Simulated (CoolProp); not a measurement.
R21 along the isobar 54.1 bar: density (kg/m³) from the reference equation and from simpler models built on Tc = 452.7 K, pc = 52.89 bar, ω = 0.206; each cubic takes its own stable root.

The numbers come from the reference Helmholtz-energy equation of state, Platzer 1990 in CoolProp. This equation is an older, rougher fit; its heat capacities, sound speeds and derivatives of the liquid may be far off and weren't checked against measurements.

```tsv
T (K)	phase	reference
355.5	liquid	1237
367.3	liquid	1203
379	liquid	1167
390.8	liquid	1127
402.5	liquid	1084
414.3	liquid	1035
426	liquid	978.0
437.8	liquid	902.6
449.5	liquid	772.3
461.3	supercritical	301.8
473	supercritical	244.6
```

**Question.** How far does each simpler model (van der Waals, Redlich-Kwong, Soave-Redlich-Kwong, Peng-Robinson) lie from the reference over these 11 states: mean and median of the absolute difference, and the worst?

**Answer.** 
- van der Waals: mean 29.6 %, median 35.2 %, worst -35.8 % at 355.5 K and 54.1 bar
- Redlich-Kwong: mean 11.6 %, median 11.9 %, worst -19.7 % at 449.5 K and 54.1 bar
- Soave-Redlich-Kwong: mean 9.9 %, median 9.0 %, worst -18.6 % at 449.5 K and 54.1 bar
- Peng-Robinson: mean 3.4 %, median 2.9 %, worst -9.9 % at 449.5 K and 54.1 bar
